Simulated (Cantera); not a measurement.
Charge: 1 mol Fe₂O₃, 58 mol H₂, 1.6 mol N₂, at 1773.15 K and 3.10 bar.

These are equilibrium values from Cantera (NASA tables, ideal gas, pure condensed phases), not measurements of a reactor. Candidate condensed phases: Fe, FeO, Fe(OH)₂, Fe(OH)₃, Fe₂O₃, Fe₃O₄, H₂O; 27 gas species. Rates play no part.

Base state: H₂ 0.923, H₂O 0.0503, N₂ 0.0268, H 0.000155, NH₃ 1.39e-5 (mole fractions); condensed: Fe(δ).

**Question.** What changes in the equilibrium state with this change: pressure from 3.10 bar to 0.000480 bar?

**Answer.** 
```csv
species,before,after
H₂,0.923,0.881
H₂O,0.0503,0.0483
Fe,6.39e-6,0.0322
H,0.000155,0.0122
N₂,0.0268,0.0258
NH₃,1.39e-5,1.97e-9
FeO,3.76e-9,1.90e-5
OH,5.26e-7,4.15e-5
"Fe(δ), mol",2.00,0
```
